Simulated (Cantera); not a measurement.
An isothermal, constant-pressure homogeneous reactor starts with 13.0 % H₂, 87.0 % O₂, equivalence ratio 0.075, at 900 K and 20.0 Torr.

Cantera simulation using the H2/O2 subset of GRI-Mech 3.0, which has no nitrogen chemistry; the numbers are that mechanism's predictions, not measurements. Radical loss at walls, strong at low pressure, is not modelled. Below about 950 K walls govern HO2 and H2O2 in real vessels. The temperature is held fixed by assumption; the heat of reaction is taken as removed at once.

x: mole fraction; the columns are a selection and need not sum to one.

```json
[
 {"t (s)": "2.00e-6", "x H₂": "0.130", "x O₂": "0.870", "x OH": "<1e-12", "x O": "<1e-12", "x HO₂": "<1e-12", "x H": "<1e-12"},
 {"t (s)": "8.40e-6", "x H₂": "0.130", "x O₂": "0.870", "x OH": "<1e-12", "x O": "<1e-12", "x HO₂": "<1e-12", "x H": "<1e-12"},
 {"t (s)": "3.53e-5", "x H₂": "0.130", "x O₂": "0.870", "x OH": "<1e-12", "x O": "<1e-12", "x HO₂": "3.73e-12", "x H": "3.45e-12"},
 {"t (s)": "0.000148", "x H₂": "0.130", "x O₂": "0.870", "x OH": "2.34e-12", "x O": "5.38e-12", "x HO₂": "1.61e-11", "x H": "1.54e-11"},
 {"t (s)": "0.000621", "x H₂": "0.130", "x O₂": "0.870", "x OH": "4.71e-11", "x O": "1.45e-10", "x HO₂": "8.89e-11", "x H": "2.41e-10"},
 {"t (s)": "0.00261", "x H₂": "0.130", "x O₂": "0.870", "x OH": "8.13e-7", "x O": "2.54e-6", "x HO₂": "[?]", "x H": "4.09e-6"},
 {"t (s)": "0.0110", "x H₂": "0.00293", "x O₂": "0.859", "x OH": "0.000534", "x O": "0.00110", "x HO₂": "[?]", "x H": "0.000421"},
 {"t (s)": "0.0460", "x H₂": "0.000416", "x O₂": "0.860", "x OH": "7.69e-5", "x O": "8.48e-5", "x HO₂": "[?]", "x H": "5.36e-6"},
 {"t (s)": "0.193", "x H₂": "5.38e-5", "x O₂": "0.860", "x OH": "2.58e-5", "x O": "9.72e-6", "x HO₂": "[?]", "x H": "2.11e-7"},
 {"t (s)": "0.811", "x H₂": "3.34e-6", "x O₂": "0.860", "x OH": "8.47e-6", "x O": "7.92e-7", "x HO₂": "[?]", "x H": "5.23e-9"},
 {"t (s)": "3.40", "x H₂": "9.17e-8", "x O₂": "0.860", "x OH": "2.73e-6", "x O": "7.50e-8", "x HO₂": "[?]", "x H": "1.33e-10"},
 {"t (s)": "14.3", "x H₂": "1.58e-9", "x O₂": "0.860", "x OH": "1.06e-6", "x O": "1.13e-8", "x HO₂": "[?]", "x H": "7.24e-12"},
 {"t (s)": "60.0", "x H₂": "2.03e-10", "x O₂": "0.860", "x OH": "4.71e-7", "x O": "2.26e-9", "x HO₂": "3.59e-10", "x H": "<1e-12"}
]
```

**Question.** What belongs in the gaps?

**Answer.** 
- 0.00261, x HO₂: 4.53e-7
- 0.0110, x HO₂: 2.38e-5
- 0.0460, x HO₂: 5.84e-6
- 0.193, x HO₂: 1.20e-6
- 0.811, x HO₂: 1.20e-7
- 3.40, x HO₂: 1.06e-8
- 14.3, x HO₂: 1.60e-9
